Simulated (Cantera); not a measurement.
Standard-state values (1 bar) from the NASA 1993 polynomials, evaluated with Cantera. Values are per mole of reaction as written; species without (g) are pure solids or liquids, kept so even where they would boil at 1 bar. The tables' values for BOCl are old estimates.

2 Cl(g) + BOCl(g) = O(g) + BCl₃(g), with ΔH° = -80.1 kJ and ΔS° = -116.6 J/K at 300 K.

Question: How far is the shortcut ΔG° ≈ ΔH°(300 K) − T·ΔS°(300 K) from the full temperature-dependent value at 973, 1048, 1123, 1198, 1273, 1348, 1423, 1498, 1573, 1648, 1723 K?

Answer: 
| T (K) | shortcut (kJ) | full (kJ) | difference (kJ) | difference in log10 K |
|---|---|---|---|---|
| 973 | 33.4 | 34.9 | -1.6 | 0.08 |
| 1048 | 42.1 | 43.9 | -1.8 | 0.09 |
| 1123 | 50.9 | 52.9 | -2.1 | 0.10 |
| 1198 | 59.6 | 61.9 | -2.3 | 0.10 |
| 1273 | 68.3 | 71.0 | -2.6 | 0.11 |
| 1348 | 77.1 | 80.0 | -2.9 | 0.11 |
| 1423 | 85.8 | 89.0 | -3.2 | 0.12 |
| 1498 | 94.6 | 98.1 | -3.5 | 0.12 |
| 1573 | 103.3 | 107.1 | -3.8 | 0.13 |
| 1648 | 112.1 | 116.1 | -4.1 | 0.13 |
| 1723 | 120.8 | 125.2 | -4.4 | 0.13 |
The shortcut ignores the heat-capacity change of the reaction.
